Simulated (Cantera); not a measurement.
# Equilibrium for boron, boron nitride and boron oxide: B2O3 + H2

Charge: 1 mol B2O3, a varied amount of H2, equilibrated at 1952 °C and 0.133 bar.

Cantera equilibrium calculation (NASA polynomials, part measured and part estimated; ideal gas, pure solids and liquids). Candidate condensed phases: B, B2O3, B3O3H3, H2O; 23 gas species. Rates play no part.

```csv
n(H2) (mol),log p H2,log p HBO,log p HBO2,log p B2O3,log p H
12,-0.94,-2.25,-2.26,-2.47,-2.66
21,-0.92,-2.39,-2.47,-2.83,-2.65
30,-0.91,-2.48,-2.62,-3.08,-2.64
40,-0.91,-2.56,-2.75,-3.29,-2.64
49,-0.90,-2.62,-2.84,-3.45,-2.64
59,-0.90,-2.67,-2.93,-3.60,-2.64
68,-0.90,-2.72,-3.01,-3.72,-2.64
77,-0.90,-2.76,-3.07,-3.82,-2.64
87,-0.89,-2.79,-3.14,-3.93,-2.64
96,-0.89,-2.83,-3.19,-4.02,-2.64
110,-0.89,-2.87,-3.27,-4.14,-2.63
```
log p: log10 of the partial pressure in bar; nothing condenses.

From 12 mol H2 to 110 mol H2 nothing is condensed. The main B-bearing gas is B2O3 at 12 mol H2 and HBO at 110 mol H2.
